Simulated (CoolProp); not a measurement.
The numbers come from the reference Helmholtz-energy equation of state, Lemmon 2006 in CoolProp. It is a short technical equation, of lower accuracy than the large ones.

**Question.** For neopentane, give the phase and the density (kg/m³), cp (kJ/(kg K)), cv (kJ/(kg K)), speed of sound (m/s) at 494.8 K and 7.31 bar.

**Answer.** 
- 494.8 K and 7.31 bar: gas; density 13.5, cp 2.61, cv 2.46, speed of sound 233
